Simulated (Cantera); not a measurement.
An isothermal, constant-pressure homogeneous reactor starts with 0.228 % C2H6, 99.8 % N2, at 1350 K and 0.518 Torr.

Detailed kinetics in Cantera: GRI-Mech 3.0 (53 species, 325 reactions). GRI-Mech 3.0 stops at C3 and has no aromatics, soot or wall deposition, so with more carbon than oxygen in the feed, carbon stays in small species such as C2H2 where larger ones or solid carbon would form. Radical loss at walls, strong at low pressure, is not modelled.

### Question
Predict: x(C2H6) at 10.0 s; x(CH3) at 10.0 s; x(CH4) at 10.0 s; x(C2H4) at 10.0 s; x(H2) at 10.0 s; x(CH2) at 10.0 s.

### Answer
```
Quantity                                             Result
-----------------  ----------------------------------------
x(C2H6) at 10.0 s    1.39e-7 (gas-phase equilibrium <1e-12)
x(CH3) at 10.0 s   2.97e-5 (gas-phase equilibrium 2.95e-10)
x(CH4) at 10.0 s   0.000229 (gas-phase equilibrium 1.09e-8)
x(C2H4) at 10.0 s  9.98e-5 (gas-phase equilibrium 4.82e-10)
x(H2) at 10.0 s     0.00404 (gas-phase equilibrium 0.00453)
x(CH2) at 10.0 s     1.01e-7 (gas-phase equilibrium <1e-12)
```
